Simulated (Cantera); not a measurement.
An isothermal, constant-pressure homogeneous reactor starts with CH4 : H2 = 0.017 : 1 (molar parts), at 2525 K and 10.00 Torr.

Cantera simulation using GRI-Mech 3.0 (53 species, 325 reactions); the numbers are that mechanism's predictions, not measurements. GRI-Mech 3.0 stops at C3 and has no aromatics, soot or wall deposition, so with more carbon than oxygen in the feed, carbon stays in small species such as C2H2 where larger ones or solid carbon would form. Radical loss at walls, strong at low pressure, is not modelled.

One state of this run: x CH4 = 1.03e-6; x H2 = 0.779; x C2H = 0.000148; x C2H6 = <1e-12; x CH3 = 5.03e-6; x CH2 = 2.25e-6. x: mole fraction; the columns are a selection and need not sum to one.

### Question
Which value of t (s) does it belong to?
A) 0.100
B) 0.242
C) 0.00707
D) 1.41

### Answer
D, 1.41
